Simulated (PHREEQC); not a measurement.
Consider water at 25 °C with 0.065 mol ZnSO4, 0.023 mol NaCl and 0.0079 mol FeSO4 per kg of water. Closed to the air; pH follows from the charge balance.

All values are PHREEQC results (ion-association model, phreeqc.dat), not measurements.

The ionic strength comes out as 0.179 mol/kgw. What activity coefficients do ZnCl+, HSO4-, SO4-2, FeCl+, Cl- get?

ZnCl+ 0.73, HSO4- 0.75, SO4-2 0.30, FeCl+ 0.75, Cl- 0.72.

No solid was allowed to form. Species that the database lacks are ignored.
